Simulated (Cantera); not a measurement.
A closed system holds: 1 mol SiHCl3, 2.2 mol CH4, 3.1 mol H2, equilibrated at 1.33 mbar.

These are equilibrium values from Cantera (NASA tables, ideal gas, pure condensed phases), not measurements of a reactor. Candidate condensed phases: C, C6H6, C7H8, C8H18, Si, SiC; 109 gas species. The tables' values for SiCl are old estimates; treat these amounts as uncertain. The numbers say what is thermodynamically allowed, not how fast it happens.

### Question
At 2475 K, list the 7 most abundant gas species with their mole fractions, and the condensed phases.

### Answer
H 0.362, H2 0.344, HCl 0.124, Cl 0.0926, Si 0.0555, SiC2 0.0134, C2H2 (acetylene) 0.00335. Condensed: C(graphite).
